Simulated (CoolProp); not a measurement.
Vapour-liquid equilibrium of ethane (1) + n-perfluorobutane (2) at 0.224 MPa; x and y are mole fractions of (1).

The numbers come from the multi-fluid Helmholtz-energy mixture model, Bücker 2006 and Gao 2022; pair parameters Bell 2016 in CoolProp.

Give the bubble temperature and the first vapour's composition at x = 0.125, 0.425, 0.875. Is there an azeotrope?

x = 0.125: 234.0 K, y = 0.926; x = 0.425: 206.7 K, y = 0.990; x = 0.875: 203.1 K, y = 0.995. No azeotrope shows between x = 0.05 and 0.95.

Pair parameters are fitted to limited data, so mixtures are less certain than the pure fluids. With so large a gap from Raoult's law the liquid may split in two, which this calculation doesn't test in full.
